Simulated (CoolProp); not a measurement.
Sulfur dioxide along the isobar 1580 kPa: fugacity coefficient from the reference equation and from simpler models built on Tc = 430.6 K, pc = 7887 kPa, ω = 0.256; each cubic takes its own stable root.

Model: reference Helmholtz-energy equation of state, Gao 2016, in CoolProp.

| T (K) | phase | reference |
|---|---|---|
| 214 | liquid | 0.004005 |
| 228.4 | liquid | 0.01051 |
| 242.8 | liquid | 0.02406 |
| 257.1 | liquid | 0.04899 |
| 271.5 | liquid | 0.09134 |
| 285.9 | liquid | 0.1575 |
| 300.2 | liquid | 0.2533 |
| 314.6 | liquid | 0.3863 |
| 329 | liquid | 0.5608 |
| 343.4 | liquid | 0.7801 |
| 357.7 | gas | 0.8674 |

How far does each simpler model (van der Waals, Redlich-Kwong, Soave-Redlich-Kwong, Peng-Robinson) lie from the reference over these 11 states: mean and median of the absolute difference, and the worst?


- van der Waals: mean 743.1 %, median 331.0 %, worst +3265.8 % at 214 K and 1580 kPa
- Redlich-Kwong: mean 75.6 %, median 68.4 %, worst +167.9 % at 214 K and 1580 kPa
- Soave-Redlich-Kwong: mean 1.2 %, median 1.1 %, worst +2.4 % at 343.4 K and 1580 kPa
- Peng-Robinson: mean 1.9 %, median 0.9 %, worst +6.8 % at 214 K and 1580 kPa

At some of these states van der Waals, Redlich-Kwong gives the other phase, because its saturation line lies elsewhere.
